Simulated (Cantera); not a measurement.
A perfectly stirred reactor is fed with CO : O₂ : H₂O : N₂ = 0.0046 : 0.04 : 0.0055 : 1 (molar parts), at 5400 Torr; it is held at 1275 K, and followed from long to short residence time.

Detailed kinetics in Cantera: GRI-Mech 3.0 (53 species, 325 reactions).

x: mole fraction; the columns are a selection and need not sum to one.

| τ (s) | x CO | x O₂ | x H₂O | x NO₂ | x H |
|---|---|---|---|---|---|
| 0.38 | 0.000157 | 0.0361 | 0.00525 | 4.03e-8 | 1.07e-8 |
| 0.18 | 0.000281 | 0.0361 | 0.00525 | 4.26e-8 | 2.12e-8 |
| 0.081 | 0.000508 | 0.0362 | 0.00524 | 3.59e-8 | 4.29e-8 |
| 0.038 | ___ | 0.0364 | 0.00524 | ___ | ___ |
| 0.018 | 0.00136 | 0.0366 | 0.00524 | 1.37e-8 | 1.41e-7 |
| 0.0082 | ___ | 0.0370 | 0.00523 | ___ | ___ |
| 0.0038 | 0.00278 | 0.0373 | 0.00523 | 2.25e-9 | 3.30e-7 |
| 0.0018 | 0.00342 | 0.0376 | 0.00523 | 7.12e-10 | 4.07e-7 |
| 0.00083 | 0.00390 | 0.0378 | 0.00523 | 1.77e-10 | 4.30e-7 |

Question: Some entries are withheld; supply them.

Answer: 
- 0.038, x CO: 0.000855
- 0.038, x NO₂: 2.44e-8
- 0.038, x H: 8.04e-8
- 0.0082, x CO: 0.00204
- 0.0082, x NO₂: 6.09e-9
- 0.0082, x H: 2.31e-7
